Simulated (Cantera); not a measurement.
## Moist CO burnout

An isothermal, constant-pressure homogeneous reactor starts with 0.737 % CO, 0.196 % O2, 0.845 % H2O, 98.2 % N2, equivalence ratio 1.9, at 950 K and 0.120 bar.

Cantera simulation using GRI-Mech 3.0 (53 species, 325 reactions); the numbers are that mechanism's predictions, not measurements.

```tsv
t (s)	x CO	x O2	x H2O	x NO	x OH	x N2O
1.00e-6	0.00737	0.00196	0.00845	<1e-12	<1e-12	<1e-12
5.01e-6	0.00737	0.00196	0.00845	<1e-12	<1e-12	<1e-12
2.51e-5	0.00737	0.00196	0.00845	<1e-12	<1e-12	<1e-12
0.000126	0.00737	0.00196	0.00845	<1e-12	<1e-12	<1e-12
0.000631	0.00737	0.00196	0.00845	<1e-12	<1e-12	<1e-12
0.00316	0.00737	0.00196	0.00845	<1e-12	<1e-12	<1e-12
0.0158	0.00737	0.00196	0.00845	<1e-12	<1e-12	<1e-12
0.0794	0.00737	0.00196	0.00845	<1e-12	8.13e-12	<1e-12
0.398	0.00717	0.00187	0.00840	3.32e-10	2.68e-6	1.81e-9
2.00	0.00172	9.39e-8	0.00674	8.76e-8	5.08e-7	3.69e-11
10.0	0.00147	1.27e-9	0.00649	8.71e-8	6.54e-8	7.76e-12
```
x: mole fraction; the columns are a selection and need not sum to one.

Equilibrium at this temperature and pressure: CO 0.00122, O2 <1e-12, H2O 0.00624, NO <1e-12, OH <1e-12, N2O <1e-12 (gas phase only).
